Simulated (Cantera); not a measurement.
Equilibrium for silicon carbide growth: SiF₄ + C₂H₄ + H₂

A closed system holds: 1 mol SiF₄, 0.16 mol C₂H₄, 280 mol H₂, at 2598.15 K and 5800 Pa.

These are equilibrium values from Cantera (NASA tables, ideal gas, pure condensed phases), not measurements of a reactor. Candidate condensed phases: C, C₆H₆, C₇H₈, C₈H₁₈, Si, SiC; 113 gas species. The tables' values for SiF, SiF₂ are old estimates; treat these amounts as uncertain. Gases not in the tables: Si₂H₆ and higher silanes. Equilibrium is a limit: real reactors are often held back by kinetics, nucleation or transport.

```yaml
x(H₂): 0.839
x(H): 0.145
x(HF): 0.0128
x(Si): 0.00282
x(C₂H₂ (acetylene)): 0.000475
x(SiF): 0.000179
x(SiH): 0.000142
x(SiF₂): 6.28e-5
x(SiC₂): 3.38e-5
gas_amount: 305.4 mol
log10 activity of C(graphite) (absent): -0.73
log10 activity of Si(l) (absent): -1.77
```
